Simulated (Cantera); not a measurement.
A perfectly stirred reactor is fed with 23.8 % CH₄, 38.1 % H₂O, 38.1 % H₂, at 760 Torr; it is held at 1498 K, and followed from long to short residence time.

Detailed kinetics in Cantera: GRI-Mech 3.0 (53 species, 325 reactions).

**Question.** Predict: x(CH₄) at τ = 26.0 s; x(H₂O) at τ = 26.0 s; x(H₂) at τ = 26.0 s; x(C₂H₆) at τ = 26.0 s; x(CH₄) at τ = 0.250 s; x(H₂O) at τ = 0.250 s; x(H₂) at τ = 0.250 s; x(C₂H₆) at τ = 0.250 s.

**Answer.** 
| Property | Result |
|---|---|
| x(CH₄) at τ = 26.0 s | 0.0713 |
| x(H₂O) at τ = 26.0 s | 0.232 |
| x(H₂) at τ = 26.0 s | 0.601 |
| x(C₂H₆) at τ = 26.0 s | 2.44e-5 |
| x(CH₄) at τ = 0.250 s | 0.190 |
| x(H₂O) at τ = 0.250 s | 0.366 |
| x(H₂) at τ = 0.250 s | 0.424 |
| x(C₂H₆) at τ = 0.250 s | 0.000104 |
